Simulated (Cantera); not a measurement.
Feed: 1 mol C₆H₆, 0.24 mol CO₂, 0.43 mol H₂, 0.55 mol NH₃, held at 775 K and 35.0 bar.

These are equilibrium values from Cantera (NASA tables, ideal gas, pure condensed phases), not measurements of a reactor. Candidate condensed phases: C, C₆H₆, C₇H₈, C₈H₁₈, H₂O; 136 gas species. The ideal-gas law is rough above about 30 bar. Rates play no part.

Base state: CH₄ 0.641, H₂O 0.155, N₂ 0.0985, H₂ 0.0946, CO₂ 0.00856, NH₃ 0.00124, CO 0.00104, C₂H₆ 6.14e-5 (mole fractions); condensed: C(graphite).

Q: What changes in the equilibrium state with this change: NH₃ from 0.55 to 0.14 mol?

A: 
```json
[
 {"species": "CH₄", "before": "0.641", "after": "0.669"},
 {"species": "H₂O", "before": "0.155", "after": "0.189"},
 {"species": "H₂", "before": "0.0946", "after": "0.0967"},
 {"species": "N₂", "before": "0.0985", "after": "0.0309"},
 {"species": "CO₂", "before": "0.00856", "after": "0.0122"},
 {"species": "NH₃", "before": "0.00124", "after": "0.000717"},
 {"species": "CO", "before": "0.00104", "after": "0.00124"},
 {"species": "C₂H₆", "before": "6.14e-5", "after": "6.56e-5"},
 {"species": "C(graphite), mol", "before": "4.43", "after": "4.71"}
]
```
